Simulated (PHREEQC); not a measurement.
**Hard or scaling water (model solution)**

A solution holds 0.00057 mol Ca(HCO3)2, 1.7e-05 mol CO2 and 0.00014 mol NaCl per kg of water, at 20 °C and 300 atm. Closed to the air; pH follows from the charge balance.

Computed with PHREEQC (ion-association model, phreeqc.dat).

No solid was allowed to form.

**Question.** Estimate the pH.

**Answer.** pH 7.85.

**Question.** In which forms is C present?

**Answer.** HCO3- 97 %, CO2 2.2 %, CaHCO3+ 0.5 % of the C.

Under pressure, the constants of complexes without a molar volume in the database are unreliable.
